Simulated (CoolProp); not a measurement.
Properties of decamethyltetrasiloxane (MD2M) along the isotherm 600 K.

The numbers come from the reference Helmholtz-energy equation of state, Thol 2017 in CoolProp.

```
p (MPa)          phase       Z  cp (kJ/(kg K))  cv (kJ/(kg K))  isothermal compressibility (1/MPa)  expansivity (1/kK)  fugacity coefficient
-------  -------------  ------  --------------  --------------  ----------------------------------  ------------------  --------------------
0.0362             gas  0.9898           2.036           2.008                               27.91               1.731                0.9899
0.0743             gas  0.9789           2.038           2.008                               13.75               1.804                0.9793
0.153              gas  0.9560           2.044             [?]                               6.846                 [?]                0.9575
0.313              gas  0.9068           2.059           2.014                               3.548               2.394                0.9137
0.643              gas  0.7876           2.119           2.026                               2.084               4.070                   [?]
1.32     supercritical  0.1990           3.028           2.101                              0.4482               16.91                0.6052
2.71     supercritical  0.3409             [?]             [?]                                 [?]               3.937                0.3551
5.57     supercritical  0.6346           2.294           2.052                             0.02280               2.245                0.2428
11.4     supercritical   1.189           2.249           2.046                             0.01072               1.471                0.2232
```

Task: Some entries are withheld; supply them.

Result: 
- 0.153, cv (kJ/(kg K)): 2.010
- 0.153, expansivity (1/kK): 1.969
- 0.643, fugacity coefficient: 0.8242
- 2.71, cp (kJ/(kg K)): 2.391
- 2.71, cv (kJ/(kg K)): 2.065
- 2.71, isothermal compressibility (1/MPa): 0.05756

The peak of cp marks the crossing from liquid-like to gas-like fluid above the critical point.
